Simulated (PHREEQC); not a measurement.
## Nickel, zinc or cadmium bath

Dissolve 0.055 mol NiCl2 and 5.7e-05 mol Na2SO4 per kg of water at 20 °C. It is in equilibrium with CO2 at log p = 0 (atm). Otherwise closed; pH follows from the charge balance.

The numbers come from PHREEQC with the ion-association model, wateq4f.dat.

Each row changes one thing in this solution. No solid was allowed to form.

| case | pH | ionic strength (mol/kgw) | HCO3- (mol/kgw) | CO3-2 (mol/kgw) |
|---|---|---|---|---|
| as made | 3.62 | 0.154 | 8.88e-5 | 3.51e-11 |
| NiCl2 left out | ? | 0.000300 | 0.000130 | 4.57e-11 |
| diluted 5-fold with water | ? | 0.0324 | 0.000111 | 4.39e-11 |
| Na2SO4 left out | 3.62 | 0.154 | 8.87e-5 | 3.50e-11 |
| Na2SO4 from 5.7e-05 to 1.14e-05 mol/kgw | 3.62 | 0.154 | 8.87e-5 | 3.51e-11 |
| Na2SO4 from 5.7e-05 to 0.000114 mol/kgw | 3.62 | 0.154 | 8.88e-5 | 3.52e-11 |

Question: Some entries are withheld; supply them.

Answer: 
- NiCl2 left out, pH: 3.90
- diluted 5-fold with water, pH: 3.77

Complexes and solids missing from the database can't appear.
